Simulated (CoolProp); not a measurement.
Values from CoolProp's reference Helmholtz-energy equation of state, Lemmon 2005.

Question: For R125, give the phase and the density (kg/m³), isothermal compressibility (1/MPa), viscosity (µPa s), conductivity (mW/(m K)) at 432.2 K and 12700 kPa; 500 K and 12700 kPa.

Answer: 
- 432.2 K and 12700 kPa: supercritical; density 632, isothermal compressibility 0.0680, viscosity 45.1, conductivity 41.4
- 500 K and 12700 kPa: supercritical; density 436, isothermal compressibility 0.0775, viscosity 34.4, conductivity 40.1

Viscosity comes from a separate model (Huber 2006). Thermal conductivity comes from a separate model (Perkins 2006).
